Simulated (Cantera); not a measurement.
Input: 1 mol SiH4, 21 mol NO, 170 mol N2, at 100000 Pa.

These are equilibrium values from Cantera (NASA tables, ideal gas, pure condensed phases), not measurements of a reactor. Candidate condensed phases: H2O, Si, SiO2, Si2N2O, Si3N4; 35 gas species. The tables hold silica as quartz up to 1696 K and as liquid above; real silica turns to tridymite and cristobalite and melts near 1996 K. Gases not in the tables: Si(OH)4. The numbers say what is thermodynamically allowed, not how fast it happens. All values below are at 1127 °C.

Base state: N2 0.945, O2 0.0443, H2O 0.0105, NO 0.000364 (mole fractions); condensed: SiO2(β-quartz).

**Question.** What changes in the equilibrium state with this change: SiH4 replaced by HMDSO?

**Answer.** 
| species | before | after |
|---|---|---|
| N2 | 0.945 | 0.923 |
| H2O | 0.0105 | 0.0392 |
| CO2 | 0 | 0.0222 |
| O2 | 0.0443 | <1e-9 |
| CO | 0 | 0.00847 |
| H2 | 2.25e-8 | 0.00688 |
| NO | 0.000364 | 4.40e-9 |
| SiO2(β-quartz), mol | 1.00 | 2.00 |
The feed counts by its element totals alone. Further candidate phases: C, C6H6, C7H8, C8H18, SiC.
